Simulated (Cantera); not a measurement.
**Ignition delay**

Mixture: CH4 : O2 : N2 = 1 : 3.77 : 14.2 (molar parts), equivalence ratio 0.53, at 10.0 bar, adiabatic and at constant volume. Ignition delay is the time to a rise of 400 K.

Computed with Cantera and GRI-Mech 3.0 (53 species, 325 reactions).

| T0 (K) | delay (ms) |
|---|---|
| 1275 | 1.42 |
| 1325 | 0.809 |
| 1375 | 0.475 |
| 1425 | 0.287 |
| 1475 | 0.178 |
| 1525 | 0.113 |
| 1575 | 0.0733 |
| 1625 | 0.0488 |

```
Property                                                 Value
--------------------------------------------------  ----------
apparent activation energy between 1525 and 1625 K  170 kJ/mol
```
